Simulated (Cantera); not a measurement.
Feed: 1 mol FeCl3, 0.6 mol H2O, 390 mol H2, held at 2198.15 K and 2.70 mbar.

Method: chemical equilibrium by Gibbs-energy minimisation in Cantera with the NASA 1993 tables (ideal gas, pure condensed phases). Candidate condensed phases: Fe, FeCl2, FeCl3, FeO, Fe(OH)2, Fe(OH)3, Fe2O3, Fe3O4, H2O; 22 gas species. Equilibrium is a limit: real reactors are often held back by kinetics, nucleation or transport.

Base state: H2 0.888, H 0.101, HCl 0.00669, Fe 0.00241, H2O 0.00142, Cl 0.000554, OH 2.26e-5 (mole fractions); condensed: gas only.

**Question.** What changes in the equilibrium state with this change: H2 from 390 to 2.6 mol?

**Answer.** 
| species | before | after |
|---|---|---|
| HCl | 0.00669 | 0.346 |
| H2 | 0.888 | 0.264 |
| Fe | 0.00241 | 0.109 |
| FeCl2 | 1.62e-7 | 0.0659 |
| Cl | 0.000554 | 0.0527 |
| H2O | 0.00142 | 0.102 |
| H | 0.101 | 0.0551 |
| O2 | 1.21e-9 | 6.99e-5 |
| FeO | 1.19e-7 | 0.00129 |
| FeCl | 2.17e-7 | 0.000933 |

**Question.** What changes in the equilibrium state with this change: pressure from 2.70 mbar to 1.00 bar?

**Answer.** 
| species | before | after |
|---|---|---|
| H2 | 0.888 | 0.983 |
| HCl | 0.00669 | 0.00744 |
| H | 0.101 | 0.00553 |
| Fe | 0.00241 | 0.00246 |
| FeCl2 | 1.62e-7 | 6.82e-5 |
| OH | 2.26e-5 | 1.19e-6 |
| Cl | 0.000554 | 3.04e-5 |

**Question.** What changes in the equilibrium state with this change: temperature from 2198.15 K to 723.15 K?

**Answer.** 
| species | before | after |
|---|---|---|
| H2 | 0.888 | 0.991 |
| HCl | 0.00669 | 0.00765 |
| H2O | 0.00142 | 0.00153 |
| H | 0.101 | <1e-9 |
| Fe | 0.00241 | <1e-9 |
| Cl | 0.000554 | <1e-9 |
| OH | 2.26e-5 | <1e-9 |
| Fe(α), mol | 0 | 0.999 |
Condensed phases not in the tables: FeOCl.
